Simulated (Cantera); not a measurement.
A closed system holds: 1 mol toluene, 1.9 mol CO2, 65 mol H2, equilibrated at 2750 K and 3.30 bar.

Method: chemical equilibrium by Gibbs-energy minimisation in Cantera with the NASA 1993 tables (ideal gas, pure condensed phases). Rates play no part.

```
species              before     after
-----------------  --------  --------
H2                    0.887     0.945
CO                   0.0513    0.0523
CH4                0.000271   0.00271
H                    0.0355  0.000122
C2H2 (acetylene)     0.0250  0.000107
C2H                0.000116     <1e-9
C4H2               0.000292   4.75e-9
C2H2 (vinylidene)   4.18e-5   2.08e-9
CH2                 1.62e-5   1.31e-9
C3H3 (propargyl)    1.31e-5   3.46e-9
C2H3 (vinyl)        1.03e-5   9.22e-9
C(graphite), mol       1.24      4.89
```
Gas species are given as mole fractions.

### Question
Which change was made?
A) temperature from 2750 K to 1748.15 K
B) toluene replaced by C3H6
C) CO2 from 1.9 to 0.035 mol
D) temperature from 2750 K to 975 K

### Answer
A, temperature from 2750 K to 1748.15 K
